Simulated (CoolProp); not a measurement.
Computed with CoolProp (reference Helmholtz-energy equation of state, Lemmon 2006). It is a short technical equation, of lower accuracy than the large ones.

Q: For C3F8 (R218), give the phase and the density (kg/m³), cp (kJ/(kg K)), speed of sound (m/s), expansivity (1/kK) at 235.6 K and 38.4 bar.

A: 
- 235.6 K and 38.4 bar: liquid; density 1630, cp 0.963, speed of sound 572, expansivity 2.26
